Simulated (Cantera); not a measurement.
# Thermodynamics of aluminium nitride and oxide growth, feed Al + HCl + N2 + N2O

A closed system holds: 1 mol Al, 0.83 mol HCl, 47 mol N2, 2.4 mol N2O, held at 5.55 Torr.

Cantera equilibrium calculation (NASA polynomials, part measured and part estimated; ideal gas, pure solids and liquids). Candidate condensed phases: Al, AlCl3, AlN, Al2O3, H2O, NH4Cl; 45 gas species. Condensed phases not in the tables: AlOCl. Kinetics and transport are ignored.

```csv
T (K),log p N2,log p HCl,log p Cl,log p O2,log p H2O,n Al2O3(s)
675,-2.14,-4.11,-8.85,-4.26,-4.67,0.500
825,-2.14,-4.00,-7.27,-4.22,-4.96,0.500
975,-2.14,-3.96,-6.19,-4.20,-5.20,0.500
1125,-2.14,-3.95,-5.44,-4.20,-5.31,0.500
1275,-2.14,-3.96,-4.99,-4.21,-5.21,0.500
1425,-2.14,-4.00,-4.71,-4.22,-5.00,0.500
1575,-2.14,-4.04,-4.52,-4.25,-4.82,0.500
1725,-2.14,-4.10,-4.38,-4.28,-4.69,0.500
1875,-2.14,-4.17,-4.27,-4.33,-4.60,0.500
2025,-2.14,-4.25,-4.19,-4.38,-4.56,0.500
2175,-2.14,-4.36,-4.12,-4.46,-4.60,0.499
```
log p: log10 of the partial pressure in bar; n: condensed amount in mol.

From 675 K to 2175 K the condensed part is Al2O3(s).
